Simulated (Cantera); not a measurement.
## Thermodynamics of iron carbonyl, mercury and lead vapours, feed PbO + O2 + H2 + CO

Charge: 1 mol PbO, 0.021 mol O2, 1 mol H2, 0.12 mol CO, equilibrated at 773.15 K and 10.0 Torr.

These are equilibrium values from Cantera (NASA tables, ideal gas, pure condensed phases), not measurements of a reactor. Candidate condensed phases: C, C6H6, C7H8, C8H18, H2O, Pb, PbO, PbO2, Pb3O4; 113 gas species. Equilibrium is a limit: real reactors are often held back by kinetics, nucleation or transport.

```
Item                                        Value
--------------------------------------  ---------
x(H2O)                                      0.825
x(CO2)                                      0.105
x(H2)                                      0.0679
x(CO)                                     0.00170
x(Pb)                                     1.74e-6
n(Pb(l))                                1.000 mol
gas amount                              1.120 mol
log10 activity of C(graphite) (absent)      -4.05
log10 activity of PbO2(s) (absent)         -17.25
log10 activity of Pb3O4(s) (absent)        -22.77
```
